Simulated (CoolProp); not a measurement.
Model: reference Helmholtz-energy equation of state, Lemmon 2006, in CoolProp. It is a short technical equation, of lower accuracy than the large ones.

### Question
For neopentane, give the phase and the cp (kJ/(kg K)), fugacity coefficient at 142.25 °C and 1.3 MPa; 175.95 °C and 1.3 MPa.

### Answer
- 142.25 °C and 1.3 MPa: gas; cp 2.45, fugacity coefficient 0.845
- 175.95 °C and 1.3 MPa: gas; cp 2.51, fugacity coefficient 0.880
